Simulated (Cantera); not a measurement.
Charge: 1 mol SiC, 0.014 mol N₂O, 8.6 mol N₂, at 1825 °C and 0.100 bar.

Method: chemical equilibrium by Gibbs-energy minimisation in Cantera with the NASA 1993 tables (ideal gas, pure condensed phases). Candidate condensed phases: C, Si, SiC, SiO₂, Si₂N₂O, Si₃N₄; 34 gas species. The tables' values for SiN are old estimates; treat these amounts as uncertain. Rates play no part.

Q: What is the equilibrium state?

A: 
```json
{
  "x(N₂)": "0.998",
  "x(CO)": "0.00116",
  "x(Si)": "0.000592",
  "x(SiO)": "0.000460",
  "x(SiN)": "3.89e-5",
  "x(Si₂C)": "2.40e-5",
  "x(Si₂N)": "2.12e-5",
  "x(Si₂)": "3.48e-6",
  "x(SiC₂)": "1.10e-6",
  "n(SiC(s))": "0.990 mol",
  "gas_amount": "8.634 mol",
  "log10 activity of Si(l) (absent)": "-0.34",
  "log10 activity of C(graphite) (absent)": "-0.77"
}
```
